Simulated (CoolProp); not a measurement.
A simple Rankine cycle with R1336mzz(E): condensing at 315.15 K, boiler at 1.02 MPa, turbine inlet 396.2 K, turbine efficiency 0.9, pump efficiency 0.6, no recuperator. Each further row changes one setting.

Model: reference Helmholtz-energy equation of state, Akasaka 2023, in CoolProp.

```json
[
 {"case": "as stated", "thermal efficiency (%)": "(withheld)", "net work (kJ/kg)": "16.3", "heat in (kJ/kg)": "199", "turbine exit temperature (K)": "368.5", "volume ratio over the turbine": "3.11"},
 {"case": "condensing temperature 307.15 K", "thermal efficiency (%)": "9.6", "net work (kJ/kg)": "20.1", "heat in (kJ/kg)": "209", "turbine exit temperature (K)": "363.0", "volume ratio over the turbine": "4.00"},
 {"case": "boiler pressure 0.714 MPa", "thermal efficiency (%)": "5.7", "net work (kJ/kg)": "(withheld)", "heat in (kJ/kg)": "203", "turbine exit temperature (K)": "(withheld)", "volume ratio over the turbine": "(withheld)"},
 {"case": "turbine efficiency 0.8", "thermal efficiency (%)": "7.2", "net work (kJ/kg)": "14.3", "heat in (kJ/kg)": "199", "turbine exit temperature (K)": "(withheld)", "volume ratio over the turbine": "3.13"}
]
```

Task: Some entries are withheld; supply them.

Result: 
- as stated, thermal efficiency (%): 8.2
- boiler pressure 0.714 MPa, net work (kJ/kg): 11.6
- boiler pressure 0.714 MPa, turbine exit temperature (K): 378.3
- boiler pressure 0.714 MPa, volume ratio over the turbine: 2.12
- turbine efficiency 0.8, turbine exit temperature (K): 370.6
